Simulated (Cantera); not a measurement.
## Ignition delay

Mixture: CH4 : O2 : N2 : C2H6 = 1 : 2.67 : 10 : 0.024 (molar parts), equivalence ratio 0.78, at 1200 Torr, adiabatic and at constant pressure. Ignition delay is the time to a rise of 400 K.

Detailed kinetics in Cantera: GRI-Mech 3.0 (53 species, 325 reactions).

```csv
T0 (K),delay (ms)
1050,113
1100,55.7
1150,28.1
1200,14.4
1250,7.56
1300,4.03
1350,2.19
1400,1.22
```

```
Item                                                    Result
--------------------------------------------------  ----------
apparent activation energy between 1300 and 1400 K  180 kJ/mol
```
